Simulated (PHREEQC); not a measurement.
Consider water at 25 °C with 0.01 mol/kgw H3PO4, 0.0058 mol/kgw HF and 1.4e-06 mol/kgw H4SiO4. Closed to the air; pH follows from the charge balance.

All values are PHREEQC results (ion-association model, phreeqc.dat), not measurements.

```csv
quantity,before,after
pH,2.24,2.67
ionic strength (mol/kgw),0.00626,0.00223
H2PO4- (mol/kgw),0.00560,0.000771
HF (mol/kgw),0.00512,0.00431
H3PO4 (mol/kgw),0.00440,0.000229
F- (mol/kgw),0.000642,0.00143
```

Q: Which change was made?
A. H4SiO4 left out
B. H3PO4 replaced by Na2HPO4 at the same molality
C. H3PO4 from 0.01 to 0.001 mol/kgw
D. H4SiO4 replaced by K2SiO3 at the same molality
E. 0.018 mol/kgw (CH3)4NF added

A: C, H3PO4 from 0.01 to 0.001 mol/kgw

Precipitation was switched off in this run. SiF6-2 is the database's only silicon fluoride.
